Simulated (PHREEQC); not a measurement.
Brine: speciation

Consider water at 25 °C with 3.8 mol NaBr and 0.2 mol CaCl2 per kg of water. Closed to the air; pH follows from the charge balance.

Computed with PHREEQC (Pitzer model, pitzer.dat).

No solid was allowed to form.

**Question.** What activity of water does the model give?

**Answer.** activity of water 0.832.
